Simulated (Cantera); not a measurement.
**Ignition delay**

Mixture: 3.61 % C₃H₈, 20.3 % O₂, 76.1 % N₂, equivalence ratio 0.89, at 5.33 atm, adiabatic and at constant volume. Ignition delay is the time to a rise of 400 K.

Detailed kinetics in Cantera: GRI-Mech 3.0 (53 species, 325 reactions). GRI-Mech 3.0 was tuned for natural gas; its chemistry of propane as a main component is partial and can be far from experiment.

| T0 (K) | delay (ms) |
|---|---|
| 1100 | 17.1 |
| 1175 | 3.85 |
| 1250 | 0.936 |
| 1325 | 0.261 |
| 1400 | 0.0860 |
| 1475 | 0.0338 |

```yaml
apparent activation energy between 1325 and 1475 K: 220 kJ/mol
```
